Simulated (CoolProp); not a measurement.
R143a along the isobar 265 kPa: fugacity coefficient from the reference equation and from simpler models built on Tc = 72.7 °C, pc = 3762 kPa, ω = 0.261; each cubic takes its own stable root.

Computed with CoolProp (reference Helmholtz-energy equation of state, Lemmon and Jacobsen 2000).

```csv
T (°C),phase,reference
-45.55,liquid,0.3956
-38.55,liquid,0.5353
-31.65,liquid,0.7055
-17.75,gas,0.9234
-10.75,gas,0.9308
-3.85,gas,0.9371
3.15,gas,0.9427
10.15,gas,0.9476
17.05,gas,0.9520
24.05,gas,0.9559
30.95,gas,0.9593
37.95,gas,0.9624
```

How far does each simpler model (van der Waals, Redlich-Kwong) lie from the reference over these 12 states: mean and median of the absolute difference, and the worst?


- van der Waals: mean 22.5 %, median 2.5 %, worst +138.8 % at -45.55 °C and 265 kPa
- Redlich-Kwong: mean 15.1 %, median 1.4 %, worst +72.7 % at -45.55 °C and 265 kPa

At some of these states van der Waals, Redlich-Kwong gives the other phase, because its saturation line lies elsewhere.
